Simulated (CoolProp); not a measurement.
Vapour-liquid equilibrium of CF4 (R14) (1) + CHF3 (R23) (2) at -93.65 °C; x and y are mole fractions of (1).

Model: multi-fluid Helmholtz-energy mixture model, Platzer 1990 and Penoncello 2003; pair parameters Bell 2016, in CoolProp. This equation is an older, rougher fit; its heat capacities, sound speeds and derivatives of the liquid may be far off and weren't checked against measurements.

| x | bubble pressure, mixture model (MPa) | bubble pressure, Raoult's law (MPa) | y, mixture model | y, Raoult's law |
|---|---|---|---|---|
| 0.05 | 0.1639 | 0.08108 | 0.704 | 0.424 |
| 0.15 | 0.3315 | 0.1449 | 0.858 | 0.712 |
| 0.25 | 0.4341 | 0.2088 | 0.895 | 0.823 |
| 0.35 | 0.4933 | 0.2726 | 0.911 | 0.883 |
| 0.45 | 0.5274 | 0.3365 | 0.919 | 0.920 |
| 0.55 | 0.5498 | 0.4003 | 0.925 | 0.945 |
| 0.65 | 0.5700 | 0.4641 | 0.931 | 0.963 |
| 0.75 | 0.5939 | 0.5280 | 0.940 | 0.977 |
| 0.85 | 0.6250 | 0.5918 | 0.955 | 0.988 |
| 0.95 | 0.6648 | 0.6557 | 0.981 | 0.996 |

The largest gap from Raoult's law is +128.8 % in bubble pressure, at x = 0.15. No azeotrope shows between x = 0.05 and 0.95.

The pair parameters rest on a limited set of measurements; away from them the model extrapolates. With so large a gap from Raoult's law the liquid may split in two, which this calculation doesn't test in full.
